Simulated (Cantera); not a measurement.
Charge: 1 mol PbCl2, 1.1 mol H2, 10 mol N2, at 1550 °C and 0.290 bar.

Cantera equilibrium calculation (NASA polynomials, part measured and part estimated; ideal gas, pure solids and liquids). Rates play no part.

| species | before | after |
|---|---|---|
| N2 | 0.783 | 0.790 |
| HCl | 0.104 | 0.0886 |
| PbCl | 0.0407 | 0.0463 |
| Pb | 0.0319 | 0.0212 |
| H2 | 0.0340 | 0.0426 |
| PbCl2 | 0.00569 | 0.0115 |
| Cl | 0.000347 | 3.36e-5 |
| H | 0.000148 | 2.04e-5 |
Gas species are given as mole fractions.

Problem. What was changed between the two runs?
A. H2 from 1.1 to 23 mol
B. 0.54 mol Cl2 added
C. temperature from 1550 °C to 1325 °C
D. pressure from 0.290 bar to 0.160 Pa

Solution. C, temperature from 1550 °C to 1325 °C
